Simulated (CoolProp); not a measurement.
Vapour-liquid equilibrium of R22 (1) + C3F8 (R218) (2) at -27.25 °C; x and y are mole fractions of (1).

Values from CoolProp's multi-fluid Helmholtz-energy mixture model, Kamei 1995 and Lemmon 2006; pair parameters Bell 2016.

```
x     bubble pressure (kPa)  y at the bubble point  dew pressure at overall composition x (kPa)  liquid density (mol/L)
----  ---------------------  ---------------------  -------------------------------------------  ----------------------
0.05                  171.4                  0.143                                        159.0                   8.562
0.15                  200.1                  0.325                                        172.4                   8.978
0.25                  219.0                  0.432                                        187.6                   9.443
0.35                  230.5                  0.500                                        204.5                   9.967
0.45                  236.6                  0.548                                        222.2                   10.56
0.55                  239.2                  0.584                                        236.8                   11.24
0.65                  239.2                  0.618                                        237.1                   12.02
0.75                  236.3                  0.659                                        223.5                   12.92
0.85                  227.6                  0.724                                        206.9                   13.96
0.95                  205.2                  0.861                                        191.1                   15.16
```

y crosses x between x = 0.55 and 0.65: the model has an azeotrope there.

Pair parameters are fitted to limited data, so mixtures are less certain than the pure fluids.
